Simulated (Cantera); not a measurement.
Cantera run, input and output.

```python
import numpy as np
import cantera as ct

gas = ct.Solution("gri30.yaml")


def delay(T, t_max=10):
    gas.TPX = T, 101325, {'CO': 1, 'H2': 0.12, 'O2': 0.4, 'N2': 1.5}
    reactor = ct.IdealGasConstPressureReactor(gas, clone=False)
    net = ct.ReactorNet([reactor])
    net.rtol, net.atol = 1e-8, 1e-16
    while net.time < t_max:
        t_old, T_old = net.time, reactor.T
        net.step()
        if reactor.T > T + 400:  # ignition: a rise of 400 K
            return t_old + (T + 400 - T_old) / (reactor.T - T_old) * (net.time - t_old)
    return np.nan


taus = []
for T in [1148, 1198, 1248, 1298, 1348, 1398, 1448]:
    taus.append(delay(T))
    print(f"T0 = {T:6g} K   tau = {taus[-1]:.4e} s")
```

It prints:

```
T0 =   1148 K   tau = 1.3224e-04 s
T0 =   1198 K   tau = 1.0420e-04 s
T0 =   1248 K   tau = 8.6393e-05 s
T0 =   1298 K   tau = 7.4464e-05 s
T0 =   1348 K   tau = 6.6239e-05 s
T0 =   1398 K   tau = 6.0541e-05 s
T0 =   1448 K   tau = 5.6694e-05 s
```

Cantera simulation using GRI-Mech 3.0 (53 species, 325 reactions); the numbers are that mechanism's predictions, not measurements. Where the delays flatten at high temperature, the 400 K rule measures the pace of heat release, not the induction time.
